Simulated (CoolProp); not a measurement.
The fluid at 424.2 K and 0.346 MPa flows at 4.7 m/s in a round tube of 10 mm bore and 1.5 µm roughness, fully developed (64/Re and Nu = 3.66 if laminar; Colebrook and Gnielinski if turbulent). The same conditions are run with several fluids, on thermodynamics alone (safety and materials aside).

Computed with CoolProp (reference Helmholtz-energy equation of state of each fluid (dry air: Lemmon 2000; ethanol: Schroeder 2014; benzene: Thol 2012; C3F8 (R218): Lemmon 2006; R11: Jacobsen 1992)). Blends and air are pseudo-pure fits.

| fluid | Reynolds number | Darcy friction factor | pressure drop (Pa/m) | heat-transfer coefficient (W/(m² K)) | mass flow (kg/h) |
|---|---|---|---|---|---|
| dry air | 5540 | 0.0365 | 114 | 62.1 | 3.77 |
| ethanol | 17700 | 0.0270 | 141 | 153 | 6.28 |
| benzene | 36300 | 0.0229 | 207 | 195 | 10.9 |
| C3F8 (R218) | 50300 | 0.0214 | 445 | 256 | 25.0 |
| R11 | 45100 | 0.0219 | 339 | 136 | 18.6 |

Transport values come from each fluid's own correlations; those of C3F8 (R218), R11 are estimates that may be off by 10 % or more.
